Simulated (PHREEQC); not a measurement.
Consider water at 10 °C with 0.056 mol/kgw HCl, 0.00077 mol/kgw Li2SO4 and 0.016 mol/kgw Na2SO4. Closed to the air; pH follows from the charge balance.

Computed with PHREEQC (Pitzer model, pitzer.dat).

| quantity | before | after |
|---|---|---|
| pH | 1.41 | 7.04 |
| ionic strength (mol/kgw) | 0.0898 | 0.218 |
| HSO4- (mol/kgw) | 0.00823 | 2.38e-8 |

### Question
Which change was made?
A. Na2SO4 replaced by MgSO4 at the same molality
B. diluted 100-fold with water
C. HCl replaced by MgCl2 at the same molality
D. HCl left out
E. temperature from 10 to 20 °C

### Answer
C, HCl replaced by MgCl2 at the same molality

No solid was allowed to form. Constants without temperature data keep their 25 °C values here.
